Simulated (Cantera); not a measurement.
Charge: 1 mol PbO, 1.7 mol CO, 0.39 mol N2, 0.86 mol H2, at 1175 °C and 593 Torr.

Equilibrium computed with Cantera from the NASA thermochemical tables; the gas is ideal and each condensed phase is pure. Candidate condensed phases: C, C6H6, C7H8, C8H18, H2O, Pb, PbO, PbO2, Pb3O4; 139 gas species. Rates play no part.

What is the equilibrium state?


```json
{
 "x(CO)": "0.384",
 "x(CO2)": "0.182",
 "x(H2O)": "0.151",
 "x(H2)": "0.135",
 "x(N2)": "0.130",
 "x(Pb)": "0.0185",
 "x(PbO)": "5.54e-6",
 "x(Pb2)": "5.49e-6",
 "x(H)": "3.81e-6",
 "n(Pb(l))": "0.944 mol",
 "gas_amount": "3.006 mol",
 "log10 activity of C(graphite) (absent)": "-3.16"
}
```
